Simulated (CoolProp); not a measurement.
Saturation properties of sulfur dioxide (Tc = 430.6 K, pc = 7.887 MPa, ω = 0.256).

Computed with CoolProp (reference Helmholtz-energy equation of state, Gao 2016).

```tsv
T (K)	p (MPa)	enthalpy of vaporisation (kJ/kg)	vapour Z	surface tension (mN/m)
216.2	0.007180	(withheld)	0.9958	37.9
235.8	0.02523	412.9	0.9895	33.9
255.3	0.07049	396.4	0.9784	(withheld)
274.9	(withheld)	378.9	0.9610	26.2
294.5	0.3465	360.1	0.9364	22.4
314	0.6465	339.4	0.9037	18.6
333.6	(withheld)	316.2	0.8617	14.9
353.2	1.801	289.4	0.8091	11.2
```

**Question.** Fill in the missing entries.

**Answer.** 
- 216.2, enthalpy of vaporisation (kJ/kg): 429.0
- 255.3, surface tension (mN/m): 30.1
- 274.9, p (MPa): 0.1670
- 333.6, p (MPa): 1.115

It boils at 263.1 K under 1 atm.

Surface tension comes from a separate correlation (Mulero 2012).
